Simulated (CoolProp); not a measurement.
Vapour-liquid equilibrium of R114 (1) + benzene (2) at 49.75 °C; x and y are mole fractions of (1).

Values from CoolProp's multi-fluid Helmholtz-energy mixture model, Platzer 1990 and Thol 2012; pair parameters Bell 2016. This equation is an older, rougher fit; its heat capacities, sound speeds and derivatives of the liquid may be far off and weren't checked against measurements.

| x | bubble pressure, mixture model (MPa) | bubble pressure, Raoult's law (MPa) | y, mixture model | y, Raoult's law |
|---|---|---|---|---|
| 0.05 | 0.09227 | 0.05626 | 0.621 | 0.394 |
| 0.125 | 0.1559 | 0.08687 | 0.785 | 0.639 |
| 0.2 | ? | 0.1175 | 0.841 | 0.756 |
| 0.275 | 0.2353 | 0.1481 | ? | 0.824 |
| 0.35 | 0.2615 | 0.1787 | ? | 0.870 |
| 0.425 | 0.2830 | 0.2093 | 0.900 | 0.901 |
| 0.5 | 0.3021 | 0.2399 | 0.912 | 0.925 |
| 0.575 | 0.3201 | 0.2705 | 0.922 | 0.944 |
| 0.65 | 0.3383 | 0.3011 | ? | 0.958 |
| 0.725 | 0.3573 | 0.3317 | 0.944 | 0.970 |
| 0.8 | 0.3779 | 0.3623 | 0.956 | 0.980 |
| 0.875 | 0.4006 | 0.3929 | 0.971 | 0.989 |
| 0.95 | 0.4256 | 0.4235 | 0.987 | 0.996 |

Some entries are withheld; supply them.


- 0.2, bubble pressure, mixture model (MPa): 0.2016
- 0.275, y, mixture model: 0.869
- 0.35, y, mixture model: 0.887
- 0.65, y, mixture model: 0.933

The largest gap from Raoult's law is +79.5 % in bubble pressure, at x = 0.125. No azeotrope shows between x = 0.05 and 0.95.

The pair parameters rest on a limited set of measurements; away from them the model extrapolates. With so large a gap from Raoult's law the liquid may split in two, which this calculation doesn't test in full.
